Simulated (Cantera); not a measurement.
A closed system holds: 1 mol HMDSO, 0.23 mol O₃, at 725 °C and 0.100 bar.

Cantera equilibrium calculation (NASA polynomials, part measured and part estimated; ideal gas, pure solids and liquids). Candidate condensed phases: C, C₆H₆, C₇H₈, C₈H₁₈, H₂O, Si, SiC, SiO₂; 123 gas species. The feed counts by its element totals alone. Rates play no part.

Base state: H₂ 0.990, CH₄ 0.00955 (mole fractions); condensed: C(graphite) + SiC(s) + SiO₂(β-quartz).

Question: What changes in the equilibrium state with this change: temperature from 725 °C to 1175 °C?

Answer: 
```csv
species,before,after
H₂,0.990,0.904
CO,1.17e-6,0.0956
CH₄,0.00955,0.000272
SiO,<1e-9,0.000150
H,6.80e-9,2.78e-5
H₂O,4.71e-8,2.19e-5
"C(graphite), mol",4.76,3.42
"SiC(s), mol",1.16,1.63
"SiO₂(β-quartz), mol",0.845,0.369
```
Mutual solubility and eutectic melting of coexisting phases are not modelled. The tables hold silica as quartz up to 1696 K and as liquid above; real silica turns to tridymite and cristobalite and melts near 1996 K.
